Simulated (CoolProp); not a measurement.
Values from CoolProp's reference Helmholtz-energy equation of state, Thol 2015.

Give the vapour pressure (MPa), liquid density (kg/m³), vapour density (kg/m³), enthalpy of vaporisation (kJ/kg) of saturated octamethylcyclotetrasiloxane (D4) at 216.05, 269.75, 296.65 °C.


```json
[
 {"T (°C)": "216.05", "p (MPa)": "0.254", "liquid density (kg/m³)": "705", "vapour density (kg/m³)": "21.8", "enthalpy of vaporisation (kJ/kg)": "114"},
 {"T (°C)": "269.75", "p (MPa)": "0.681", "liquid density (kg/m³)": "599", "vapour density (kg/m³)": "65.7", "enthalpy of vaporisation (kJ/kg)": "82.5"},
 {"T (°C)": "296.65", "p (MPa)": "1.04", "liquid density (kg/m³)": "513", "vapour density (kg/m³)": "122", "enthalpy of vaporisation (kJ/kg)": "56.8"}
]
```
